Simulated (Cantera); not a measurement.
Feed: 1 mol Fe3O4, 4.5 mol H2, at 1400 K and 0.00440 bar.

Equilibrium computed with Cantera from the NASA thermochemical tables; the gas is ideal and each condensed phase is pure. Candidate condensed phases: Fe, FeO, Fe(OH)2, Fe(OH)3, Fe2O3, Fe3O4, H2O; 12 gas species. Mutual solubility and eutectic melting of coexisting phases are not modelled. The tables' stoichiometric FeO is somewhat more stable than real wüstite, so its field is too wide. FeO: taken at fixed stoichiometry. Rates play no part.

Base state: H2 0.727, H2O 0.273, H 6.25e-5 (mole fractions); condensed: Fe(γ) + FeO(s).

Question: What changes in the equilibrium state with this change: Fe3O4 replaced by TiO2?

Answer: 
```
species             before    after
-----------------  -------  -------
H2                   0.727    0.993
H2O                  0.273  0.00727
H                  6.25e-5  7.31e-5
Fe(γ), mol           0.227        0
FeO(s), mol           2.77        0
TiO2(rutile), mol        0    0.869
Ti4O7(s), mol            0   0.0327
```
Condensed phases not in the tables: Magnéli phases beyond Ti4O7. Further candidate phases: Ti, TiO, TiO2, Ti2O3, Ti3O5, Ti4O7.
